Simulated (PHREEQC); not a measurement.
K2CO3 is added in steps, without added water, to 1 kg of water holding 0.01 mol/kgw BaCl2, at 22 °C. Oxygen alone is held at its pressure in air (log pO2 = -0.68). No CO2 enters from the air. The run lets Witherite precipitate or redissolve, and no other solid.

Base run: PHREEQC, ion-association model, wateq4f.dat. Each further column changes one thing. The table gives C in solution (mol/kgw).

```tsv
K2CO3 added (mol)	base	all activity coefficients set to 1	Davies equation for every ion	database phreeqc.dat	Debye-Hückel limiting law
0	0	0	0	0	0
0.0008333	1.44e-5	9.33e-6	1.45e-5	1.46e-5	1.64e-5
0.001667	1.49e-5	9.69e-6	1.51e-5	1.51e-5	1.70e-5
0.002917	1.60e-5	1.04e-5	1.62e-5	1.62e-5	1.82e-5
0.00375	1.69e-5	(withheld)	1.71e-5	1.71e-5	1.91e-5
0.004583	1.80e-5	1.16e-5	1.82e-5	1.82e-5	2.04e-5
0.005417	1.94e-5	1.25e-5	1.97e-5	1.97e-5	(withheld)
0.00625	2.14e-5	1.37e-5	2.16e-5	2.16e-5	2.41e-5
0.007083	2.41e-5	1.54e-5	2.44e-5	2.44e-5	2.72e-5
0.008333	3.20e-5	(withheld)	3.24e-5	3.24e-5	(withheld)
0.009167	4.62e-5	(withheld)	4.68e-5	4.67e-5	5.23e-5
0.01	0.000145	9.94e-5	0.000146	0.000146	0.000159
```

**Question.** Complete the blanks.

**Answer.** 
- 0.00375, all activity coefficients set to 1: 1.09e-5
- 0.005417, Debye-Hückel limiting law: 2.20e-5
- 0.008333, all activity coefficients set to 1: 2.01e-5
- 0.008333, Debye-Hückel limiting law: 3.62e-5
- 0.009167, all activity coefficients set to 1: 2.84e-5

 phreeqc.dat and wateq4f.dat share most of their constants, so their agreement is no independent check. Solids allowed in the column 'database phreeqc.dat': Witherite, Sylvite.
